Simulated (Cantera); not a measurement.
Charge: 1 mol Fe, 0.68 mol NH3, 7 mol H2, held at 0.100 bar.

These are equilibrium values from Cantera (NASA tables, ideal gas, pure condensed phases), not measurements of a reactor. Candidate condensed phases: Fe; 10 gas species. Kinetics and transport are ignored.

x: gas mole fraction; n: condensed amount in mol.

```csv
T (K),x H2,x N2,x NH3,x H,n Fe(α),n Fe(γ)
648,0.959,0.0405,0.000365,<1e-12,1.00,0
698,0.959,0.0406,0.000182,<1e-12,1.00,0
748,0.959,0.0406,[?],<1e-12,1.00,0
798,0.959,0.0406,5.78e-5,8.25e-12,1.00,0
848,0.959,0.0407,3.58e-5,5.89e-11,1.00,0
898,0.959,0.0407,[?],[?],1.00,0
948,0.959,0.0407,1.59e-5,1.62e-9,1.00,0
998,0.959,0.0407,1.12e-5,6.66e-9,1.00,0
1048,0.959,0.0407,8.14e-6,2.39e-8,1.00,0
1098,0.959,0.0407,6.09e-6,7.66e-8,1.00,0
1148,0.959,0.0407,4.67e-6,2.22e-7,1.00,0
1198,0.959,0.0407,3.66e-6,5.89e-7,0,1.00
```

Question: Fill in the missing entries.

Answer: 
- 748, x NH3: 9.90e-5
- 898, x NH3: 2.33e-5
- 898, x H: 3.39e-10
